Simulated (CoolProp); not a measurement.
Vapour-liquid equilibrium of R143a (1) + R152A (2) at 207.2 K; x and y are mole fractions of (1).

The numbers come from the multi-fluid Helmholtz-energy mixture model, Lemmon and Jacobsen 2000 and Outcalt 1996; pair parameters Bell 2016 in CoolProp.

Give the bubble pressure and the first vapour's composition at x = 0.05, 0.35, 0.65. Is there an azeotrope?

x = 0.05: 12.19 kPa, y = 0.208; x = 0.35: 21.98 kPa, y = 0.683; x = 0.65: 29.61 kPa, y = 0.860. No azeotrope shows between x = 0.05 and 0.95.

The pair parameters rest on a limited set of measurements; away from them the model extrapolates.
